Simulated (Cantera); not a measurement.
**Thermodynamics of silicon oxide and oxynitride deposition, feed TEOS + N2O + H2**

Input: 1 mol TEOS, 0.19 mol N2O, 42 mol H2, at 11.0 Pa.

These are equilibrium values from Cantera (NASA tables, ideal gas, pure condensed phases), not measurements of a reactor. Candidate condensed phases: C, C6H6, C7H8, C8H18, H2O, Si, SiC, SiO2, Si2N2O, Si3N4; 151 gas species. The feed counts by its element totals alone. The numbers say what is thermodynamically allowed, not how fast it happens.

From 1325 K to 1825 K the condensed part is C(graphite) + SiC(s). The main Si-bearing gas is SiO at 1325 K and Si at 1825 K. The share of Si in condensed phases is highest at 1325 K (99.6 %) and lowest at 1825 K (90.8 %).

```tsv
T (K)	x H2	x CO	x H	x N2	x Si	x SiO	x HCN	n C(graphite)	n SiC(s)
1325	0.922	0.0742	0.000150	0.00336	2.88e-9	6.33e-5	1.45e-5	2.82	0.996
1375	0.922	0.0742	0.000314	0.00336	1.60e-8	8.21e-5	2.25e-5	2.82	0.995
1425	0.922	0.0742	0.000624	0.00335	7.84e-8	0.000104	3.37e-5	2.82	0.994
1475	0.921	0.0741	0.00119	0.00334	3.45e-7	0.000131	4.90e-5	2.82	0.993
1525	0.920	0.0741	0.00216	0.00333	1.38e-6	0.000161	6.96e-5	2.82	0.991
1575	0.919	0.0740	0.00380	0.00331	5.03e-6	0.000195	9.65e-5	2.82	0.989
1625	0.916	0.0738	0.00644	0.00329	1.69e-5	0.000234	0.000131	2.83	0.986
1675	0.912	0.0736	0.0106	0.00326	5.30e-5	0.000278	0.000174	2.83	0.981
1725	0.906	0.0734	0.0169	0.00322	0.000155	0.000325	0.000227	2.83	0.972
1775	0.897	0.0729	0.0261	0.00317	0.000428	0.000377	0.000289	2.85	0.953
1825	0.883	0.0723	0.0395	0.00311	0.00111	0.000431	0.000363	2.88	0.908
```
x: gas mole fraction; n: condensed amount in mol.
